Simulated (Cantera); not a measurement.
Feed: 1 mol Ti, 2.9 mol CH4, at 100000 Pa.

Equilibrium computed with Cantera from the NASA thermochemical tables; the gas is ideal and each condensed phase is pure. Candidate condensed phases: C, C6H6, C7H8, C8H18, Ti, TiC; 77 gas species. TiC: taken at fixed stoichiometry. Rates play no part. All values below are at 1623 K.

Base state: H2 0.998, CH4 0.00148, H 6.91e-5, C2H2 (acetylene) 3.48e-5 (mole fractions); condensed: C(graphite) + TiC(s).

Task: What changes in the equilibrium state with this change: Ti replaced by Ti(OiPr)4?

Result: 
```
species            before     after
----------------  -------  --------
H2                  0.998     0.831
CO                      0     0.168
CH4               0.00148   0.00102
H2O                     0  0.000106
C2H2 (acetylene)  3.48e-5   2.89e-5
H                 6.91e-5   6.30e-5
C(graphite), mol     1.89      9.88
TiC(s), mol          1.00      1.00
```
The feed counts by its element totals alone. Further candidate phases: H2O, TiO, TiO2, Ti2O3, Ti3O5, Ti4O7.
